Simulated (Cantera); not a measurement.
Mixture: CO : H2 : O2 : N2 : H2O = 1 : 1.1 : 0.875 : 3.29 : 0.69 (molar parts), equivalence ratio 1.2, at 3750 Torr, adiabatic and at constant pressure. Ignition delay is the time to a rise of 400 K.

Model: GRI-Mech 3.0 (53 species, 325 reactions), integrated in Cantera. The hydrogen kinetics of GRI-Mech 3.0 are dated; newer H2 mechanisms differ, most at raised pressure. Below about 950 K walls govern HO2 and H2O2 in real vessels.

Problem. What does this change do: pressure from 3750 Torr to 2180 Torr?

Solution. 
```json
[
 {"quantity": "delay at 875 K", "before": "0.208 s", "after": "0.274 s"},
 {"quantity": "delay at 925 K", "before": "51.4 ms", "after": "62.5 ms"},
 {"quantity": "delay at 975 K", "before": "14.3 ms", "after": "15.6 ms"},
 {"quantity": "delay at 1025 K", "before": "4.27 ms", "after": "3.97 ms"},
 {"quantity": "delay at 1075 K", "before": "1.33 ms", "after": "0.945 ms"},
 {"quantity": "delay at 1125 K", "before": "0.406 ms", "after": "0.203 ms"},
 {"quantity": "apparent activation energy between 1025 and 1125 K", "before": "230 kJ/mol", "after": "290 kJ/mol"}
]
```

Problem. What does this change do: constant volume in place of constant pressure?

Solution. 
```json
[
 {"quantity": "delay at 875 K", "before": "0.208 s", "after": "0.180 s"},
 {"quantity": "delay at 925 K", "before": "51.4 ms", "after": "45.2 ms"},
 {"quantity": "delay at 975 K", "before": "14.3 ms", "after": "12.7 ms"},
 {"quantity": "delay at 1025 K", "before": "4.27 ms", "after": "3.87 ms"},
 {"quantity": "delay at 1075 K", "before": "1.33 ms", "after": "1.22 ms"},
 {"quantity": "delay at 1125 K", "before": "0.406 ms", "after": "0.383 ms"},
 {"quantity": "apparent activation energy between 1025 and 1125 K", "before": "230 kJ/mol", "after": "220 kJ/mol"}
]
```
